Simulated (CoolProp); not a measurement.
Model: reference Helmholtz-energy equation of state, Akasaka 2023, in CoolProp.

Task: Give the vapour pressure (MPa), liquid density (kg/m³), enthalpy of vaporisation (kJ/kg), liquid cp (kJ/(kg K)) of saturated R1336mzz(E) at -52.25, -48.55, -26.65 °C.

Result: 
```json
[
 {"T (°C)": "-52.25", "p (MPa)": "0.00373", "liquid density (kg/m³)": "1530", "enthalpy of vaporisation (kJ/kg)": "183", "liquid cp (kJ/(kg K))": "1.18"},
 {"T (°C)": "-48.55", "p (MPa)": "0.00488", "liquid density (kg/m³)": "1520", "enthalpy of vaporisation (kJ/kg)": "181", "liquid cp (kJ/(kg K))": "1.18"},
 {"T (°C)": "-26.65", "p (MPa)": "0.0195", "liquid density (kg/m³)": "1470", "enthalpy of vaporisation (kJ/kg)": "170", "liquid cp (kJ/(kg K))": "1.19"}
]
```
